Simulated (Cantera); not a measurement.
Cantera with NASA thermochemical tables; ideal gases at 1 bar, condensed phases pure. Values are per mole of reaction as written; species without (g) are pure solids or liquids, kept so even where they would boil at 1 bar.

Q: Between 300 and 1523 K, where is each reaction favourable under standard conditions?
- N2O(g) → N2(g) + O(g)

A: 
- N2O(g) → N2(g) + O(g): ΔG° is 128 kJ at 300 K and -40 kJ at 1523 K; it changes sign between 1223 and 1323 K. ΔH° is 168 kJ and ΔS° 137 J/K at 1523 K.
